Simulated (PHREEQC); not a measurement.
Consider water at 25 °C with 100 mmol/kgw K2CO3. Closed to the air; pH follows from the charge balance.

The numbers come from PHREEQC with the ion-association model, phreeqc.dat.

No solid was allowed to form.

Problem. Estimate the pH.

Solution. pH 11.36.

Problem. In which forms is C present?

Solution. CO3-2 97 %, HCO3- 3.4 % of the C.
